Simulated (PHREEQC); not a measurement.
A solution holds 12 mmol/kgw CuCl2, 0.047 mmol/kgw HBF4 and 1.6 mmol/kgw H3BO3, at 25 °C. It is in equilibrium with CO2 at log p = -3.4 (atm). Otherwise closed; pH follows from the charge balance.

All values are PHREEQC results (ion-association model, phreeqc.dat), not measurements.

```
quantity               before     after
-------------------  --------  --------
pH                       3.85      3.85
F- (mol/kgw)         0.000146  0.000146
HF (mol/kgw)          2.56e-5   2.57e-5
BF2(OH)2- (mol/kgw)   1.77e-7   3.95e-8
BF(OH)3- (mol/kgw)    9.56e-8   2.13e-8
HCO3- (mol/kgw)       5.02e-8   5.01e-8
```

**Question.** What was changed between the two runs?
A. H3BO3 from 0.0016 to 0.00032 mol/kgw
B. H3BO3 left out
C. diluted 5-fold with water
D. CuCl2 replaced by ZnCl2 at the same molality
E. HBF4 from 4.7e-05 to 5.17e-05 mol/kgw

**Answer.** A, H3BO3 from 0.0016 to 0.00032 mol/kgw

This is a speciation only: nothing precipitates in the calculation. Real BF4- forms and hydrolyses slowly; the run takes it at equilibrium.
